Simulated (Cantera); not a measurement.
Gas mixture: 100 % O₂, at 5.40 Torr, frozen composition.

Cantera's kinetic-theory transport with the Lennard-Jones parameters of GRI-Mech 3.0, ideal gas; thermal conductivity in the multicomponent form.

One state of this run: ρ (kg/m³) = 0.00139; cp (J/kg/K) = 1181; μ (µPa s) = 75.2; λ (mW/m/K) = 126; Pr = 0.707; D (cm²/s) NO = 712; D (cm²/s) H₂ = 2700; D (cm²/s) CH₃ = 808. D: mixture-averaged diffusion coefficient of that species in the mixture.

Problem. Which value of T (K) does it belong to?
(A) 2000
(B) 1200
(C) 1600
(D) 1000

Solution. A, 2000
